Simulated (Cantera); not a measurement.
Ignition delay

Mixture: 4.95 % CH4, 1.34 % C2H6, 18.7 % O2, 70.3 % N2, 4.66 % CO2, equivalence ratio 0.78, at 3.40 bar, adiabatic and at constant pressure. Ignition delay is the time to a rise of 400 K.

Computed with Cantera and GRI-Mech 3.0 (53 species, 325 reactions).

```
T0 (K)  delay (ms)
------  ----------
1250         0.682
1325         0.275
1400         0.133
1475        0.0720
1550        0.0419
1625        0.0256
```

```
Property                                                 Value
--------------------------------------------------  ----------
apparent activation energy between 1475 and 1625 K  140 kJ/mol
```
